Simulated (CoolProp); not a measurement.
Vapour-liquid equilibrium of hydrogen sulfide (1) + propane (2) at 218.8 K; x and y are mole fractions of (1).

Values from CoolProp's multi-fluid Helmholtz-energy mixture model, Lemmon 2006 and Lemmon 2009; pair parameters Kunz 2012.

Question: Give the bubble pressure and the first vapour's composition at x = 0.2, 0.65, 0.8. Is there an azeotrope?

Answer: x = 0.2: 0.1211 MPa, y = 0.593; x = 0.65: 0.1498 MPa, y = 0.742; x = 0.8: 0.1508 MPa, y = 0.784. y crosses x between x = 0.65 and 0.8: the model has an azeotrope there.

The pair parameters rest on a limited set of measurements; away from them the model extrapolates. With so large a gap from Raoult's law the liquid may split in two, which this calculation doesn't test in full.
